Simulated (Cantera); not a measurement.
A closed system holds: 1 mol Pb, 7.7 mol H2, a varied amount of N2, at 698 K and 1.70 bar.

Cantera equilibrium calculation (NASA polynomials, part measured and part estimated; ideal gas, pure solids and liquids). Candidate condensed phases: Pb; 11 gas species. Equilibrium is a limit: real reactors are often held back by kinetics, nucleation or transport.

x: gas mole fraction; n: condensed amount in mol.

| n(N2) (mol) | x H2 | x N2 | x NH3 | n Pb(l) |
|---|---|---|---|---|
| 0.54 | 0.932 | 0.0639 | 0.00372 | 1.00 |
| 1.1 | 0.872 | 0.123 | 0.00467 | 1.00 |
| 2.3 | 0.766 | 0.229 | 0.00524 | 1.00 |
| 4.7 | 0.617 | 0.378 | 0.00487 | 1.00 |
| 9.7 | … | … | … | 1.00 |
| 20 | … | … | … | 1.00 |
| 41 | 0.157 | 0.842 | 0.000932 | 1.00 |

Task: What belongs in the gaps?

Result: 
- 20, x H2: 0.276
- 20, x N2: 0.722
- 20, x NH3: 0.00201
- 9.7, x H2: 0.439
- 9.7, x N2: 0.558
- 9.7, x NH3: 0.00355
